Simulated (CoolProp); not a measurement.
Dodecamethylpentasiloxane (MD3M) at several states: fugacity coefficient from the reference equation and from simpler models built on Tc = 628.0 K, pc = 0.9540 MPa, ω = 0.730; each cubic takes its own stable root.

Values from CoolProp's reference Helmholtz-energy equation of state, Thol 2019.

```csv
T (K),p (MPa),phase,reference,van der Waals,Redlich-Kwong,Soave-Redlich-Kwong,Peng-Robinson
570.6,5.63,liquid,0.1101,0.2473,0.1654,0.1244,0.1115
502.3,0.64,liquid,0.1518,0.4929,0.3323,0.1570,0.1557
384.3,0.059,liquid,0.03426,0.9430,0.3952,0.03522,0.03913
299.2,4.58,liquid,3.538e-6,0.01751,0.0006414,5.130e-6,6.330e-6
242.1,0.0526,liquid,1.438e-7,0.06919,0.0004860,2.854e-7,5.187e-7
363.2,0.0298,liquid,0.02314,0.9674,0.4329,0.02430,0.02800
```

At some of these states van der Waals gives the other phase, because its saturation line lies elsewhere.
